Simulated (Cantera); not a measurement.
A closed system holds: 1 mol SiH4, 0.14 mol NO, 7.4 mol H2, equilibrated at 61000 Pa.

Equilibrium computed with Cantera from the NASA thermochemical tables; the gas is ideal and each condensed phase is pure. Candidate condensed phases: H2O, Si, SiO2, Si2N2O, Si3N4; 35 gas species. Mutual solubility and eutectic melting of coexisting phases are not modelled. The tables hold silica as quartz up to 1696 K and as liquid above; real silica turns to tridymite and cristobalite and melts near 1996 K. Rates play no part.

Task: At 1498 K, list the 3 most abundant gas species with their mole fractions, and the condensed phases.

Result: H2 0.999, SiO 0.000819, H 2.20e-5. Condensed: Si(s) + SiO2(β-quartz) + Si2N2O(s).
